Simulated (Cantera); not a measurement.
An isothermal, constant-pressure homogeneous reactor starts with H2 : O2 : N2 = 1.5 : 1 : 2.1 (molar parts), at 925 K and 0.336 atm. Integrator tolerance rtol = 1e-08.

Computed with Cantera and the H2/O2 subset of GRI-Mech 3.0, which has no nitrogen chemistry. Below about 950 K walls govern HO2 and H2O2 in real vessels. The temperature is held fixed by assumption; the heat of reaction is taken as removed at once.

**Question.** What does this change do: O2 1 to 0.3 parts?

**Answer.** 
```csv
quantity,before,after
x(H2) at 3.00 s,0.0108 (gas-phase equilibrium 2.06e-11),0.250 (gas-phase equilibrium 0.250)
x(O2) at 3.00 s,0.0699 (gas-phase equilibrium 0.0649),<1e-12 (gas-phase equilibrium <1e-12)
x(O) at 3.00 s,1.28e-7 (gas-phase equilibrium 5.89e-12),<1e-12 (gas-phase equilibrium <1e-12)
x(H2O2) at 3.00 s,0.000109 (gas-phase equilibrium 5.78e-11),<1e-12 (gas-phase equilibrium <1e-12)
x(HO2) at 3.00 s,2.31e-5 (gas-phase equilibrium 1.59e-10),<1e-12 (gas-phase equilibrium <1e-12)
x(OH) at 3.00 s,1.86e-7 (gas-phase equilibrium 4.56e-8),2.25e-9 (gas-phase equilibrium <1e-12)
```

**Question.** What does this change do: temperature 925 to 1075 K?

**Answer.** 
```json
[
 {"quantity": "x(H2) at 3.00 s", "before": "0.0108 (gas-phase equilibrium 2.06e-11)", "after": "2.59e-9 (gas-phase equilibrium 1.85e-9)"},
 {"quantity": "x(O2) at 3.00 s", "before": "0.0699 (gas-phase equilibrium 0.0649)", "after": "0.0649 (gas-phase equilibrium 0.0649)"},
 {"quantity": "x(O) at 3.00 s", "before": "1.28e-7 (gas-phase equilibrium 5.89e-12)", "after": "1.28e-9 (gas-phase equilibrium 5.77e-10)"},
 {"quantity": "x(H2O2) at 3.00 s", "before": "0.000109 (gas-phase equilibrium 5.78e-11)", "after": "8.65e-10 (gas-phase equilibrium 3.99e-10)"},
 {"quantity": "x(HO2) at 3.00 s", "before": "2.31e-5 (gas-phase equilibrium 1.59e-10)", "after": "1.60e-9 (gas-phase equilibrium 1.78e-9)"},
 {"quantity": "x(OH) at 3.00 s", "before": "1.86e-7 (gas-phase equilibrium 4.56e-8)", "after": "1.29e-6 (gas-phase equilibrium 8.70e-7)"}
]
```
